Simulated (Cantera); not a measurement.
Charge: 1 mol SiH2Cl2, a varied amount of Cl2, 82 mol N2, equilibrated at 1.33 mbar.

Cantera equilibrium calculation (NASA polynomials, part measured and part estimated; ideal gas, pure solids and liquids). Candidate condensed phases: NH4Cl, Si, Si3N4; 28 gas species. N2 is the only nitrogen source here; it is nearly inert below about 1500 K, so the nitride shown seldom forms there in practice. The tables' values for SiCl3 are old estimates. Equilibrium is a limit: real reactors are often held back by kinetics, nucleation or transport.

What condenses at these points (T in °C, n(Cl2) in mol): (1227, 0.097); (702, 0.2); (927, 0.2); (777, 0.068); (1452, 0.068); (1452, 0.4)?


| T (°C) | n(Cl2) in mol | condensed phases | Si condensed (%) |
|---|---|---|---|
| 1227 | 0.097 | Si3N4 | 38.4 |
| 702 | 0.2 | Si3N4 | 82.6 |
| 927 | 0.2 | Si3N4 | 80.8 |
| 777 | 0.068 | Si3N4 | 88.7 |
| 1452 | 0.068 | Si | 7.7 |
| 1452 | 0.4 | gas only | 0.0 |
